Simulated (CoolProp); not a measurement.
Vapour-liquid equilibrium of nitrogen (1) + carbon monoxide (2) at 0.514 MPa; x and y are mole fractions of (1).

Values from CoolProp's multi-fluid Helmholtz-energy mixture model, Span 2000 and Lemmon 2006; pair parameters Gernert 2013.

```
x     bubble temperature (°C)  y at the bubble point  dew temperature at overall composition x (°C)  liquid density (mol/L)
----  -----------------------  ---------------------  ---------------------------------------------  ----------------------
0.05                   -174.2                  0.070                                         -174.2                   25.36
0.15                   -174.9                  0.201                                         -174.6                   25.41
0.25                   -175.5                  0.321                                         -175.1                   25.45
0.35                   -176.1                  0.432                                         -175.6                   25.50
0.45                   -176.6                  0.534                                         -176.1                   25.54
0.55                   -177.1                  0.628                                         -176.7                   25.58
0.65                   -177.5                  0.716                                         -177.2                   25.62
0.75                   -177.9                  0.800                                         -177.7                   25.66
0.85                   -178.3                  0.881                                         -178.2                   25.70
0.95                   -178.6                  0.960                                         -178.6                   25.74
```

No azeotrope shows between x = 0.05 and 0.95.

The pair parameters rest on a limited set of measurements; away from them the model extrapolates.
